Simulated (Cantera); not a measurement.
Feed: 1 mol trisilylamine, 0.59 mol NH3, 5.8 mol H2, held at 0.0630 bar.

Cantera equilibrium calculation (NASA polynomials, part measured and part estimated; ideal gas, pure solids and liquids). Candidate condensed phases: Si, Si3N4; 18 gas species. The feed counts by its element totals alone. Gases not in the tables: Si2H6 and higher silanes. Rates play no part.

Problem. At 1973 K, list the 4 most abundant gas species with their mole fractions, and the condensed phases.

Solution. H2 0.928, N2 0.0661, H 0.00518, Si 0.000501. Condensed: Si(l).
